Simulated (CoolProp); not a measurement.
Methanol at several states: fugacity coefficient from the reference equation and from simpler models built on Tc = 240.2 °C, pc = 8216 kPa, ω = 0.565; each cubic takes its own stable root.

Model: reference Helmholtz-energy equation of state, de Reuck 1993, in CoolProp.

```
T (°C)  p (kPa)   phase  reference
------  -------  ------  ---------
193.65    17100  liquid     0.1934
200.35     56.1     gas     0.9970
5.75       1990  liquid   0.002978
```

Problem. How far does each simpler model (Soave-Redlich-Kwong, Peng-Robinson) lie from the reference over these 3 states: mean and median of the absolute difference, and the worst?

Solution. 
- Soave-Redlich-Kwong: mean 12.3 %, median 13.1 %, worst -23.8 % at 5.75 °C and 1990 kPa
- Peng-Robinson: mean 7.4 %, median 7.1 %, worst -15.1 % at 5.75 °C and 1990 kPa
